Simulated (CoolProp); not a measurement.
Properties of octamethyltrisiloxane (MDM) along the isobar 1.89 MPa (Tc = 292.2 °C, pc = 1.438 MPa, ω = 0.528).

Model: reference Helmholtz-energy equation of state, Thol 2017, in CoolProp.

| T (°C) | phase | density (kg/m³) | cv (kJ/(kg K)) | expansivity (1/kK) | fugacity coefficient |
|---|---|---|---|---|---|
| 92.85 | liquid | 749.1 | 1.637 | 1.406 | 0.009630 |
| 98.05 | liquid | 743.6 | 1.650 | 1.427 | 0.01167 |
| 103.15 | liquid | 738.2 | 1.663 | 1.449 | 0.01399 |
| 108.25 | liquid | 732.7 | 1.676 | 1.471 | 0.01666 |
| 113.35 | liquid | 727.2 | 1.689 | 1.495 | 0.01971 |
| 118.55 | liquid | 721.5 | 1.702 | 1.521 | 0.02326 |
| 123.65 | liquid | 715.9 | 1.715 | 1.548 | 0.02719 |
| 128.75 | liquid | 710.2 | 1.728 | 1.576 | 0.03160 |
| 133.95 | liquid | 704.4 | 1.741 | 1.606 | 0.03664 |
| 139.05 | liquid | 698.6 | 1.754 | 1.637 | 0.04215 |
| 144.15 | liquid | 692.7 | 1.767 | 1.671 | 0.04823 |
| 149.25 | liquid | 686.8 | 1.780 | 1.706 | 0.05494 |
| 154.45 | liquid | 680.6 | 1.793 | 1.745 | 0.06245 |
| 159.55 | liquid | 674.5 | 1.806 | 1.785 | 0.07050 |
